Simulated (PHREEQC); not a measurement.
1 kg of water holding 0.43 mol/kgw MgSO4, 0.064 mol/kgw LiCl, 0.036 mol/kgw MgCl2 and 0.062 mol/kgw KCl is evaporated at 25 °C; the solids stay in contact with the brine. No CO2 enters from the air. Only these solids could form: Arcanite, Bischofite, Brucite, Carnallite, Epsomite, Hexahydrite, Kainite, Kieserite, Leonite, Misenite, Schoenite, Sylvite, MgCl2_4H2O.

The series has 14 steps of water left (kg), from 1 to 0.03274.

Equilibrium calculation in PHREEQC: Pitzer model, pitzer.dat.

### Question
Which solids form, in which order, and at which step of the series does each first stand?

### Answer
Epsomite from water left = 0.1273 kg; Schoenite from water left = 0.08747 kg, last present at water left = 0.05548 kg; Leonite from water left = 0.03274 kg.

Species that the database lacks are ignored.
